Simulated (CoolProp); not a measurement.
Vapour-liquid equilibrium of carbon dioxide (1) + ethane (2) at 1250 kPa; x and y are mole fractions of (1).

The numbers come from the multi-fluid Helmholtz-energy mixture model, Span 1996 and Bücker 2006; pair parameters Kunz 2012 in CoolProp.

| x | bubble temperature (°C) | y at the bubble point | dew temperature at overall composition x (°C) | liquid density (mol/L) |
|---|---|---|---|---|
| 0.05 | -27.9 | 0.118 | -26.0 | 15.33 |
| 0.125 | -31.8 | 0.256 | -28.1 | 15.84 |
| 0.2 | -34.7 | 0.357 | -30.2 | 16.33 |
| 0.275 | -36.7 | 0.433 | -32.4 | 16.83 |
| 0.35 | -38.1 | 0.492 | -34.5 | 17.35 |
| 0.425 | -39.0 | 0.539 | -36.5 | 17.92 |
| 0.5 | -39.6 | 0.577 | -38.3 | 18.54 |
| 0.575 | -39.9 | 0.612 | -39.5 | 19.23 |
| 0.65 | -40.0 | 0.645 | -40.0 | 20.00 |
| 0.725 | -39.8 | 0.680 | -39.3 | 20.88 |
| 0.8 | -39.4 | 0.724 | -38.1 | 21.86 |
| 0.875 | -38.3 | 0.786 | -36.6 | 22.93 |
| 0.95 | -36.3 | 0.889 | -35.0 | 24.06 |

y crosses x between x = 0.575 and 0.65: the model has an azeotrope there.

The pair parameters rest on a limited set of measurements; away from them the model extrapolates.
